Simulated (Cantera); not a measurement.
Charge: 1 mol HMDSO, 8.2 mol H₂O, 48 mol N₂, equilibrated at 798 K and 10.0 Torr.

Cantera equilibrium calculation (NASA polynomials, part measured and part estimated; ideal gas, pure solids and liquids). Candidate condensed phases: C, C₆H₆, C₇H₈, C₈H₁₈, H₂O, Si, SiC, SiO₂, Si₂N₂O, Si₃N₄; 151 gas species. The feed counts by its element totals alone. Rates play no part.

Base state: N₂ 0.689, H₂ 0.240, CO 0.0599, CO₂ 0.00504, H₂O 0.00472, CH₄ 0.00107 (mole fractions); condensed: C(graphite) + SiO₂(α-quartz).

Q: What changes in the equilibrium state with this change: H₂O from 8.2 to 0.22 mol?

A: 
```csv
species,before,after
N₂,0.689,0.837
H₂,0.240,0.163
CH₄,0.00107,0.000491
CO,0.0599,2.75e-5
CO₂,0.00504,1.07e-9
H₂O,0.00472,1.47e-6
"C(graphite), mol",1.41,5.97
"SiO₂(α-quartz), mol",2.00,0.146
"Si₂N₂O(s), mol",0,0.927
```
N₂ is the only nitrogen source here; it is nearly inert below about 1500 K, so the nitride shown seldom forms there in practice.

Q: What changes in the equilibrium state with this change: pressure from 10.0 Torr to 0.0443 Torr?

A: 
```json
[
 {"species": "N₂", "before": "0.689", "after": "0.682"},
 {"species": "H₂", "before": "0.240", "after": "0.244"},
 {"species": "CO", "before": "0.0599", "after": "0.0738"},
 {"species": "CO₂", "before": "0.00504", "after": "3.38e-5"},
 {"species": "CH₄", "before": "0.00107", "after": "4.89e-6"},
 {"species": "H₂O", "before": "0.00472", "after": "2.62e-5"},
 {"species": "C(graphite), mol", "before": "1.41", "after": "0.804"},
 {"species": "SiO₂(α-quartz), mol", "before": "2.00", "after": "2.00"}
]
```

Q: What changes in the equilibrium state with this change: temperature from 798 K to 625 K?

A: 
```tsv
species	before	after
N₂	0.689	0.738
H₂	0.240	0.177
H₂O	0.00472	0.0464
CO	0.0599	0.00283
CH₄	0.00107	0.0203
CO₂	0.00504	0.0154
NH₃	3.97e-6	2.35e-5
C(graphite), mol	1.41	3.50
SiO₂(α-quartz), mol	2.00	2.00
```
